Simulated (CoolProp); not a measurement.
Vapour-liquid equilibrium of n-heptane (1) + o-xylene (2) at 560 kPa; x and y are mole fractions of (1).

The numbers come from the multi-fluid Helmholtz-energy mixture model, Span 2003 and Zhou 2012; pair parameters Bell 2016 in CoolProp.

```json
[
 {"x": "0.05", "bubble temperature (°C)": "217.9", "y at the bubble point": "0.121", "dew temperature at overall composition x (°C)": "221.0", "liquid density (mol/L)": "6.413"},
 {"x": "0.15", "bubble temperature (°C)": "209.0", "y at the bubble point": "0.313", "dew temperature at overall composition x (°C)": "216.6", "liquid density (mol/L)": "6.324"},
 {"x": "0.25", "bubble temperature (°C)": "201.7", "y at the bubble point": "0.457", "dew temperature at overall composition x (°C)": "212.0", "liquid density (mol/L)": "6.222"},
 {"x": "0.35", "bubble temperature (°C)": "195.6", "y at the bubble point": "0.569", "dew temperature at overall composition x (°C)": "207.2", "liquid density (mol/L)": "6.113"},
 {"x": "0.45", "bubble temperature (°C)": "190.4", "y at the bubble point": "0.660", "dew temperature at overall composition x (°C)": "202.1", "liquid density (mol/L)": "5.999"},
 {"x": "0.55", "bubble temperature (°C)": "185.8", "y at the bubble point": "0.737", "dew temperature at overall composition x (°C)": "196.7", "liquid density (mol/L)": "5.883"},
 {"x": "0.65", "bubble temperature (°C)": "181.7", "y at the bubble point": "0.805", "dew temperature at overall composition x (°C)": "191.0", "liquid density (mol/L)": "5.766"},
 {"x": "0.75", "bubble temperature (°C)": "177.9", "y at the bubble point": "0.865", "dew temperature at overall composition x (°C)": "185.0", "liquid density (mol/L)": "5.650"},
 {"x": "0.85", "bubble temperature (°C)": "174.4", "y at the bubble point": "0.921", "dew temperature at overall composition x (°C)": "178.9", "liquid density (mol/L)": "5.536"},
 {"x": "0.95", "bubble temperature (°C)": "171.1", "y at the bubble point": "0.974", "dew temperature at overall composition x (°C)": "172.6", "liquid density (mol/L)": "5.424"}
]
```

No azeotrope shows between x = 0.05 and 0.95.

Pair parameters are fitted to limited data, so mixtures are less certain than the pure fluids.
